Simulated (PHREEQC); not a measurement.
Synthetic water in mg/kgw, 25 °C, pH 6.89: Na 2560; K 403; Ca 115; Mg 768; Cl 4480; S(6) as SO4 1500; Alkalinity as HCO3 36.9; Br 1.87; Li 0.279.

Valence states are taken as typed.

Equilibrium calculation in PHREEQC: Pitzer model, pitzer.dat.

Precipitation was switched off in this run.

Q: Order these C species by the share of C that they hold, largest first: CO2, CO3-2, HCO3-, MgCO3.

A: HCO3- (83 %), CO2 (17 %), MgCO3 (0.16 %), CO3-2 (0.11 %)

The pH is 6.89 and the ionic strength 0.225 mol/kgw.
